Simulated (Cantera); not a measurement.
# Stirred combustor or abatement burner

A perfectly stirred reactor is fed with H2 : O2 : N2 = 1 : 0.658 : 2.47 (molar parts), equivalence ratio 0.76, at 2.80 bar; it is adiabatic with a 525 K inlet, and is followed from long to short residence time, starting on the burning branch (τ in s: 0.49, 0.12, 0.03, 0.0074, 0.0018, 0.00045, 0.00011, 2.8e-05, 6.8e-06).

Model: GRI-Mech 3.0 (53 species, 325 reactions), integrated in Cantera. The hydrogen kinetics of GRI-Mech 3.0 are dated; newer H2 mechanisms differ, most at raised pressure.

```tsv
τ (s)	T (K)	x H2	x O2	x O	x H2O	x HO2	x NO
0.49	2277	0.00149	0.0398	0.000525	0.270	4.65e-6	0.00544
0.12	2279	0.00153	0.0404	0.000544	0.270	4.76e-6	0.00415
0.030	2282	0.00164	0.0414	0.000592	0.270	4.99e-6	0.00211
0.0074	2278	0.00204	0.0421	0.000721	0.269	5.45e-6	0.000760
0.0018	2259	0.00337	0.0424	0.00115	0.267	6.98e-6	0.000289
0.00045	2208	0.00683	0.0431	0.00236	0.260	1.21e-5	0.000128
0.00011	2097	0.0137	0.0451	0.00499	0.247	2.57e-5	6.28e-5
2.8e-5	1913	0.0237	0.0498	0.00888	0.228	5.30e-5	4.27e-5
6.8e-6	1635	0.0427	0.0618	0.0113	0.197	0.000107	2.04e-5
```
x: mole fraction; the columns are a selection and need not sum to one.
